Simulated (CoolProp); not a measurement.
R13 along the isobar 16.3 bar: fugacity coefficient from the reference equation and from simpler models built on Tc = 29.9 °C, pc = 39.73 bar, ω = 0.175; each cubic takes its own stable root.

The numbers come from the reference Helmholtz-energy equation of state, Platzer 1990 in CoolProp. This equation is an older, rougher fit; its heat capacities, sound speeds and derivatives of the liquid may be far off and weren't checked against measurements.

```json
[
 {"T (°C)": "-81.95", "phase": "liquid", "reference": "0.06201"},
 {"T (°C)": "-56.05", "phase": "liquid", "reference": "0.1952"},
 {"T (°C)": "-30.15", "phase": "liquid", "reference": "0.4514"},
 {"T (°C)": "-4.25", "phase": "gas", "reference": "0.7939"},
 {"T (°C)": "21.55", "phase": "gas", "reference": "0.8495"},
 {"T (°C)": "47.45", "phase": "gas", "reference": "0.8869"},
 {"T (°C)": "73.35", "phase": "gas", "reference": "0.9134"},
 {"T (°C)": "99.25", "phase": "gas", "reference": "0.9329"},
 {"T (°C)": "125.05", "phase": "gas", "reference": "0.9475"},
 {"T (°C)": "150.95", "phase": "gas", "reference": "0.9587"},
 {"T (°C)": "176.85", "phase": "gas", "reference": "0.9676"}
]
```

**Question.** How far does each simpler model (van der Waals, Redlich-Kwong, Soave-Redlich-Kwong, Peng-Robinson) lie from the reference over these 11 states: mean and median of the absolute difference, and the worst?

**Answer.** 
- van der Waals: mean 52.2 %, median 1.1 %, worst +341.2 % at -81.95 °C and 16.3 bar
- Redlich-Kwong: mean 7.9 %, median 0.8 %, worst +37.3 % at -81.95 °C and 16.3 bar
- Soave-Redlich-Kwong: mean 0.4 %, median 0.1 %, worst +1.6 % at -30.15 °C and 16.3 bar
- Peng-Robinson: mean 1.1 %, median 1.0 %, worst -1.5 % at 47.45 °C and 16.3 bar
